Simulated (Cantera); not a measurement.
Cantera run, input and output.

```python
import numpy as np
import cantera as ct

gas = ct.Solution("gri30.yaml")
gas.TPX = 1750, 500000, {'CH4': 1, 'C2H6': 0.11, 'C3H8': 0.07, 'O2': 2.79, 'N2': 10.5, 'H2O': 1.1}
reactor = ct.IdealGasConstPressureReactor(gas, energy="on", clone=False)
net = ct.ReactorNet([reactor])
net.rtol, net.atol = 1e-08, 1e-16
show = ['CH4', 'C2H6', 'C3H8', 'OH', 'CH3']
times = np.geomspace(1e-06, 3, 12)

steps = ct.SolutionArray(gas, extra=["t"])
rows = []
print(f"{'t/s':>10s}{'T/K':>9s}{'P/Pa':>11s}" + "".join(f"{s:>11s}" for s in show))
for t in times:
    while net.time < t:
        t_next = net.step()
        steps.append(gas.state, t=t_next)
    rows.append([np.interp(t, steps.t, y) for y in (steps.T, steps.P, *steps(*show).X.T)])
    print(f"{t:10.3e}{rows[-1][0]:9.1f}{rows[-1][1]:11.4g}" + "".join(f"{x:11.3e}" for x in rows[-1][2:]))
rate = np.gradient(steps.T, steps.t)
print("integrator steps:", len(steps.t))
if steps.T.max() > steps.T[0] + 200:
    print(f"time of steepest temperature rise: {steps.t[rate.argmax()]:.4e} s")
gas.TPX = 1750, 500000, {'CH4': 1, 'C2H6': 0.11, 'C3H8': 0.07, 'O2': 2.79, 'N2': 10.5, 'H2O': 1.1}
gas.equilibrate("HP")
print(f"equilibrium (HP): T = {gas.T:.1f} K  " + "  ".join(f"{s} {gas[s].X[0]:.3e}" for s in show))
```

Output:

```
       t/s      T/K       P/Pa        CH4       C2H6       C3H8         OH        CH3
 1.000e-06   1742.7      5e+05  6.365e-02  6.575e-03  3.858e-03  3.886e-05  1.449e-03
 3.880e-06   1753.0      5e+05  5.873e-02  5.238e-03  1.896e-03  1.217e-04  2.968e-03
 1.505e-05   2668.7      5e+05  1.541e-14  2.086e-27  2.028e-40  2.593e-02  1.205e-13
 5.841e-05   2887.8      5e+05  1.821e-14  9.819e-28  1.327e-40  2.207e-02  1.104e-13
 2.266e-04   2881.3      5e+05  1.951e-14  1.105e-27  1.572e-40  2.131e-02  1.149e-13
 8.793e-04   2873.7      5e+05  2.103e-14  1.259e-27  1.893e-40  2.049e-02  1.200e-13
 3.412e-03   2873.2      5e+05  2.114e-14  1.270e-27  1.917e-40  2.044e-02  1.204e-13
 1.324e-02   2873.2      5e+05  2.114e-14  1.270e-27  1.917e-40  2.044e-02  1.204e-13
 5.136e-02   2873.2      5e+05  2.114e-14  1.270e-27  1.917e-40  2.044e-02  1.204e-13
 1.993e-01   2873.2      5e+05  2.114e-14  1.270e-27  1.917e-40  2.044e-02  1.204e-13
 7.732e-01   2873.2      5e+05  2.114e-14  1.270e-27  1.917e-40  2.044e-02  1.204e-13
 3.000e+00   2873.2      5e+05  2.114e-14  1.270e-27  1.917e-40  2.044e-02  1.204e-13
integrator steps: 1660
time of steepest temperature rise: 1.1015e-05 s
equilibrium (HP): T = 2873.2 K  CH4 2.701e-14  C2H6 1.957e-27  C3H8 3.200e-40  OH 2.044e-02  CH3 1.538e-13
```

Computed with Cantera and GRI-Mech 3.0 (53 species, 325 reactions).
